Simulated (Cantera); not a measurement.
A Cantera script and what it prints.

```python
import numpy as np
import cantera as ct

gas_names = """
    CS2 C2H6 C2H2,acetylene C3H8 CH4 CH3
""".split()
cond_names = """
    S(cr1) S(cr2) S(L)
""".split()


# ... load() reads the species with a 1 bar reference pressure and builds the phases ...
species = {s.name: s for s in load("nasa_gas.yaml", gas_names) + load("nasa_condensed.yaml", cond_names)}
# Each term lists the table entries of one substance; the one whose range holds T is used.
reactions = {
    '4 CS2(g) + C2H6(g) = 8 S + 3 C2H2(g)':
        [(-4, ['CS2']), (-1, ['C2H6']), (8, ['S(cr1)', 'S(cr2)', 'S(L)']), (3, ['C2H2,acetylene'])],
    'C3H8(g) + CH4(g) = 4 CH3(g)':
        [(-1, ['C3H8']), (-1, ['CH4']), (4, ['CH3'])],
}


def pick(names, T):
    return next(species[n] for n in names if species[n].thermo.min_temp <= T <= species[n].thermo.max_temp)


results = []
for label, terms in reactions.items():
    print(label)
    print("     T/K   dH/kJ  dS/(J/K)   dG/kJ   log10 K")
    for T in [300, 498, 548, 598, 648, 698, 748, 798]:
        used = [(nu, pick(names, T)) for nu, names in terms]
        dH = sum(nu * s.thermo.h(T) for nu, s in used) / 1e6
        dS = sum(nu * s.thermo.s(T) for nu, s in used) / 1e3
        dG = dH - T * dS / 1e3
        logK = -dG * 1e6 / (ct.gas_constant * T * np.log(10))
        results.append((label, T, dH, dS, dG, logK, [s.name for _, s in used]))
        print(f"{T:8g} {dH:8.1f} {dS:8.1f} {dG:8.1f} {logK:8.2f}")
```

Output:

```
4 CS2(g) + C2H6(g) = 8 S + 3 C2H2(g)
     T/K   dH/kJ  dS/(J/K)   dG/kJ   log10 K
     300    300.8   -321.4    397.2   -69.16
     498    346.0   -208.8    450.0   -47.20
     548    355.7   -190.2    460.0   -43.84
     598    364.1   -175.6    469.1   -40.97
     648    371.0   -164.5    477.6   -38.50
     698    376.7   -156.0    485.6   -36.34
     748    381.7   -149.1    493.2   -34.44
     798    386.5   -142.8    500.5   -32.76
C3H8(g) + CH4(g) = 4 CH3(g)
     T/K   dH/kJ  dS/(J/K)   dG/kJ   log10 K
     300    767.0    319.6    671.1  -116.84
     498    773.5    336.8    605.8   -63.54
     548    774.4    338.6    588.9   -56.13
     598    775.1    339.8    571.9   -49.95
     648    775.5    340.5    554.9   -44.73
     698    775.7    340.8    537.9   -40.25
     748    775.8    340.9    520.8   -36.37
     798    775.7    340.7    503.8   -32.97
```

Source: NASA polynomial tables (part measured, part estimated), evaluated in Cantera. Condensed species are held in their standard states even where they would react or evaporate.
